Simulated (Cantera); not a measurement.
Cantera run, input and output.

```python
import numpy as np
import cantera as ct

surf = ct.Interface("ptcombust.yaml", "Pt_surf")
gas = surf.adjacent["gas"]
gas.TPX = 775, 220000, {'CH4': 0.0065, 'O2': 0.16, 'N2': 0.79}
surf.TP = 775, 220000
reactor = ct.FlowReactor(gas, clone=False)
reactor.area = 0.0001  # m2
reactor.surface_area_to_volume_ratio = 520  # 1/m
reactor.mass_flow_rate = 0.067 * reactor.area * gas.density  # inlet velocity 0.067 m/s
reactor.energy_enabled = False
wall = ct.ReactorSurface(surf, reactor, clone=False)
net = ct.ReactorNet([reactor])
net.rtol, net.atol = 1e-8, 1e-16
show, cover = ['CH4', 'O2', 'H2O', 'CO2', 'CO'], ['PT(S)', 'H(S)', 'O(S)', 'OH(S)', 'CO(S)', 'C(S)']

rows = []
print(f"{'z/m':>9s}{'u/(m/s)':>9s}" + "".join(f"{s:>13s}" for s in show + cover))
for z in [0.00067, 0.0012, 0.0021, 0.0038, 0.0067, 0.012, 0.021, 0.038, 0.067]:
    net.advance(z)
    rows.append([reactor.speed, *gas[show].X, *surf[cover].coverages])
    print(f"{z:9.4g}{rows[-1][0]:9.3g}" + "".join(f"{x:13.4e}" for x in rows[-1][1:]))
```

It prints:

```
      z/m  u/(m/s)          CH4           O2          H2O          CO2           CO        PT(S)         H(S)         O(S)        OH(S)        CO(S)         C(S)
  0.00067    0.067   6.7901e-03   1.6727e-01   1.0921e-05   5.2746e-06   1.8563e-07   1.4688e-02   6.6542e-11   9.8523e-01   7.7877e-05   1.5562e-06   2.2927e-09
   0.0012    0.067   6.7858e-03   1.6726e-01   1.9550e-05   9.4828e-06   2.9211e-07   1.4687e-02   8.5274e-11   9.8521e-01   1.0092e-04   1.5661e-06   2.2908e-09
   0.0021    0.067   6.7785e-03   1.6724e-01   3.4189e-05   1.6677e-05   4.1643e-07   1.4685e-02   1.0976e-10   9.8518e-01   1.3103e-04   1.5770e-06   2.2878e-09
   0.0038    0.067   6.7647e-03   1.6721e-01   6.1788e-05   3.0356e-05   5.3659e-07   1.4683e-02   1.4482e-10   9.8514e-01   1.7418e-04   1.5859e-06   2.2824e-09
   0.0067    0.067   6.7412e-03   1.6717e-01   1.0873e-04   5.3759e-05   5.9965e-07   1.4681e-02   1.8988e-10   9.8509e-01   2.2963e-04   1.5866e-06   2.2737e-09
    0.012    0.067   6.6986e-03   1.6708e-01   1.9406e-04   9.6404e-05   6.1256e-07   1.4678e-02   2.5164e-10   9.8501e-01   3.0565e-04   1.5778e-06   2.2586e-09
    0.021    0.067   6.6267e-03   1.6694e-01   3.3770e-04   1.6820e-04   6.0709e-07   1.4676e-02   3.3023e-10   9.8492e-01   4.0237e-04   1.5606e-06   2.2339e-09
    0.038    0.067   6.4931e-03   1.6667e-01   6.0480e-04   3.0171e-04   5.9496e-07   1.4676e-02   4.4032e-10   9.8478e-01   5.3781e-04   1.5293e-06   2.1890e-09
    0.067    0.067   6.2712e-03   1.6623e-01   1.0482e-03   5.2331e-04   5.7485e-07   1.4679e-02   5.7853e-10   9.8461e-01   7.0762e-04   1.4781e-06   2.1158e-09
```

Model: Deutschmann's 1995 Pt surface mechanism with GRI-Mech 3.0 gas chemistry, integrated in Cantera. Catalytic surfaces can have several steady states; this one follows from the mechanism file's or the stated starting coverage. Mass transfer to the wall is taken as infinitely fast.
